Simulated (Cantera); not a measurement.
A perfectly stirred reactor is fed with 12.2 % H2, 4.49 % O2, 83.3 % N2, at 100000 Pa; it is held at 1050 K, and followed from long to short residence time.

Cantera simulation using the H2/O2 subset of GRI-Mech 3.0, which has no nitrogen chemistry; the numbers are that mechanism's predictions, not measurements. The temperature is held fixed by assumption; the heat of reaction is taken as removed at once.

One state of this run: x H2 = 0.0338; x O2 = 0.000174; x O = 3.90e-7; x HO2 = 2.09e-7; x H2O = 0.0936. x: mole fraction; the columns are a selection and need not sum to one.

Problem. Which value of τ (s) does it belong to?
(A) 0.0016
(B) 0.57
(C) 0.18
(D) 0.00050

Solution. B, 0.57
